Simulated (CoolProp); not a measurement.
Vapour-liquid equilibrium of carbon dioxide (1) + R152A (2) at 5.15 °C; x and y are mole fractions of (1).

Model: multi-fluid Helmholtz-energy mixture model, Span 1996 and Outcalt 1996; pair parameters Bell 2016, in CoolProp.

```tsv
x	bubble pressure (MPa)	y at the bubble point	dew pressure at overall composition x (MPa)	liquid density (mol/L)
0.05	?	?	0.3330	14.60
0.2	0.9525	0.693	0.3941	15.42
0.35	1.446	0.816	0.4809	16.30
0.5	?	0.881	0.6149	17.24
0.65	2.484	0.923	0.8490	18.23
0.8	3.063	0.957	1.356	19.23
0.95	3.730	0.989	2.929	20.12
```

Complete the blanks.


- 0.05, bubble pressure (MPa): 0.4720
- 0.05, y at the bubble point: 0.337
- 0.5, bubble pressure (MPa): 1.953

No azeotrope shows between x = 0.05 and 0.95.

The pair parameters rest on a limited set of measurements; away from them the model extrapolates.
